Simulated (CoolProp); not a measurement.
Computed with CoolProp (reference Helmholtz-energy equation of state, Thol 2021).

Task: Give the vapour pressure (MPa), liquid density (kg/m³), vapour Z of saturated chlorine at 237.9, 249.8 K.

Result: 
| T (K) | p (MPa) | liquid density (kg/m³) | vapour Z |
|---|---|---|---|
| 237.9 | 0.0957 | 1570 | 0.975 |
| 249.8 | 0.158 | 1530 | 0.964 |
